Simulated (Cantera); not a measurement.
Chemical vapour transport: B + Cl₂ + H₂

Input: 1 mol B, 0.18 mol Cl₂, 0.11 mol H₂, equilibrated at 0.200 bar.

Cantera equilibrium calculation (NASA polynomials, part measured and part estimated; ideal gas, pure solids and liquids). Candidate condensed phases: B; 13 gas species. The tables' values for BCl₂, BCl, BH₂ are old estimates; treat these amounts as uncertain. Gases not in the tables: BHCl₂. Kinetics and transport are ignored.

| T (K) | x BCl₃ | x HCl | x H₂ | x BCl₂ | n B(s) |
|---|---|---|---|---|---|
| 1148 | 0.456 | 0.156 | 0.388 | 2.52e-5 | 0.892 |
| 1198 | 0.446 | 0.181 | 0.373 | 5.62e-5 | 0.894 |
| 1248 | 0.435 | 0.206 | 0.359 | 0.000117 | 0.896 |
| 1298 | 0.424 | 0.232 | 0.344 | 0.000229 | 0.898 |
| 1348 | 0.413 | 0.258 | 0.329 | 0.000427 | 0.901 |
| 1398 | 0.402 | 0.283 | 0.314 | 0.000757 | 0.903 |
| 1448 | 0.391 | 0.308 | 0.299 | 0.00129 | 0.905 |
| 1498 | 0.380 | 0.333 | 0.285 | 0.00211 | 0.907 |
| 1548 | 0.369 | 0.356 | 0.271 | 0.00334 | 0.909 |
| 1598 | 0.358 | 0.378 | 0.258 | 0.00512 | 0.910 |
| 1648 | 0.346 | 0.399 | 0.245 | 0.00762 | 0.912 |
| 1698 | 0.334 | 0.419 | 0.232 | 0.0110 | 0.913 |
x: gas mole fraction; n: condensed amount in mol.

From 1148 K to 1698 K the condensed part is B(s). The main B-bearing gas is BCl₃ throughout. The share of B in condensed phases is highest at 1698 K (91.3 %) and lowest at 1148 K (89.2 %).
